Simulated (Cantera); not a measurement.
Feed: 1 mol SiH4, 0.91 mol HCl, 5.6 mol H2, 0.4 mol Cl2, held at 1102 °C and 8.25 Torr.

Cantera equilibrium calculation (NASA polynomials, part measured and part estimated; ideal gas, pure solids and liquids). Candidate condensed phases: Si; 19 gas species. The tables' values for SiCl3 are old estimates; treat these amounts as uncertain. Rates play no part.

**Question.** What is the equilibrium state?

**Answer.** 
* **x(H2)**: 0.854
* **x(HCl)**: 0.105
* **x(SiCl2)**: 0.0372
* **x(SiCl3)**: 0.00267
* **x(SiCl4)**: 0.000878
* **x(SiHCl3)**: 0.000455
* **x(SiH2Cl2)**: 3.50e-5
* **x(H)**: 3.02e-5
* **x(Cl)**: 3.08e-6
* **n(Si(s))**: 0.633 mol
* **gas amount**: 8.886 mol
